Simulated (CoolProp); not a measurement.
m-xylene at several states: fugacity coefficient from the reference equation and from simpler models built on Tc = 616.9 K, pc = 35.35 bar, ω = 0.326; each cubic takes its own stable root.

Model: reference Helmholtz-energy equation of state, Zhou 2012, in CoolProp.

```json
[
 {"T (K)": "601.9", "p (bar)": "0.846", "phase": "gas", "reference": "0.9906"},
 {"T (K)": "254.7", "p (bar)": "1.55", "phase": "liquid", "reference": "0.0003506"},
 {"T (K)": "295.2", "p (bar)": "7.57", "phase": "liquid", "reference": "0.001288"},
 {"T (K)": "376.3", "p (bar)": "32.2", "phase": "liquid", "reference": "0.01209"},
 {"T (K)": "595.2", "p (bar)": "57.6", "phase": "liquid", "reference": "0.3703"}
]
```

Q: How far does each simpler model (van der Waals, Redlich-Kwong, Soave-Redlich-Kwong, Peng-Robinson) lie from the reference over these 5 states: mean and median of the absolute difference, and the worst?

A: 
- van der Waals: mean 10398.5 %, median 881.0 %, worst +43539.5 % at 254.7 K and 1.55 bar
- Redlich-Kwong: mean 217.6 %, median 150.8 %, worst +572.3 % at 254.7 K and 1.55 bar
- Soave-Redlich-Kwong: mean 4.4 %, median 6.3 %, worst -8.9 % at 254.7 K and 1.55 bar
- Peng-Robinson: mean 3.1 %, median 1.3 %, worst +9.8 % at 254.7 K and 1.55 bar
